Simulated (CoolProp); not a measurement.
Vapour pressure (bar) of cyclopentane: the reference equation beside estimates from Tc = 511.7 K, pc = 45.83 bar, ω = 0.202.

Computed with CoolProp (reference Helmholtz-energy equation of state, Gedanitz 2015).

| T (K) | reference | Lee-Kesler | van der Waals |
|---|---|---|---|
| 396.2 | 6.945 | 7.012 | … |
| 400.5 | 7.587 | 7.664 | 15.86 |
| 404.7 | … | … | 16.66 |
| 408.9 | … | 9.064 | … |
| 413.2 | 9.739 | 9.849 | 18.34 |
| 417.4 | 10.54 | … | 19.21 |
| 421.6 | 11.39 | … | 20.10 |
| 425.9 | 12.31 | 12.46 | 21.04 |
| 430.1 | 13.27 | 13.42 | 21.99 |
| 434.3 | 14.27 | 14.44 | 22.96 |
| 438.5 | 15.33 | 15.51 | … |

### Question
Complete the blanks.

### Answer

- 396.2, van der Waals: 15.08
- 404.7, reference: 8.255
- 404.7, Lee-Kesler: 8.342
- 408.9, reference: 8.966
- 408.9, van der Waals: 17.47
- 417.4, Lee-Kesler: 10.66
- 421.6, Lee-Kesler: 11.52
- 438.5, van der Waals: 23.96

Absolute difference from the reference over all 11 rows, mean and median: Lee-Kesler 1.1 and 1.1 %, van der Waals 84.0 and 82.3 %.
